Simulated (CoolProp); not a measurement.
Vapour-liquid equilibrium of ethylbenzene (1) + p-xylene (2) at 351.7 K; x and y are mole fractions of (1).

Model: multi-fluid Helmholtz-energy mixture model, Zhou 2012 and Zhou 2012; pair parameters Bell 2016, in CoolProp.

Q: Give the bubble pressure and the first vapour's composition at x = 0.5, 0.65, 0.8. Is there an azeotrope?

A: x = 0.5: 0.01542 MPa, y = 0.516; x = 0.65: 0.01556 MPa, y = 0.663; x = 0.8: 0.01569 MPa, y = 0.809. No azeotrope shows between x = 0.05 and 0.95.

Pair parameters are fitted to limited data, so mixtures are less certain than the pure fluids.
